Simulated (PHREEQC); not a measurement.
## Sulfide liquor: an equilibrium model

Consider water at 25 °C with 26 mmol/kgw NaHS, 10 mmol/kgw NaHF2 and 16 mmol/kgw FeCl2. Closed to the air; pH follows from the charge balance.

All values are PHREEQC results (ion-association model, wateq4f.dat), not measurements.

No solid was allowed to form.

Estimate the pH.

pH 4.68.

In which forms is S present?

Fe(HS)2 63 %, H2S 36 %, Fe(HS)3- 0.7 % of the S.

The solution is supersaturated, for example in Mackinawite, FeS(ppt), so a real one may precipitate; this is no full list. Fluoro complexes past AlF4- and FeF3 are missing from the database. The polysulfide entries of wateq4f.dat were taken out for this run.
